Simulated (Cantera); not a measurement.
Feed: 1 mol C2H2, 0.57 mol H2O, 0.95 mol N2, held at 848.15 K and 21000 Torr.

Equilibrium computed with Cantera from the NASA thermochemical tables; the gas is ideal and each condensed phase is pure. Equilibrium is a limit: real reactors are often held back by kinetics, nucleation or transport.

```tsv
species	before	after
H2	0.111	0.377
N2	0.442	0.350
CO	0.00785	0.134
CH4	0.220	0.0760
H2O	0.179	0.0490
CO2	0.0392	0.0136
HCN	6.49e-8	2.04e-5
C2H6	1.61e-5	1.01e-5
NH3	0.00130	0.000824
C(graphite), mol	1.43	1.39
```
Gas species are given as mole fractions.

Question: What was changed between the two runs?
A. N2 from 0.95 to 15 mol
B. temperature from 848.15 K to 1775 K
C. temperature from 848.15 K to 1175 K
D. C2H2 replaced by C

Answer: C, temperature from 848.15 K to 1175 K
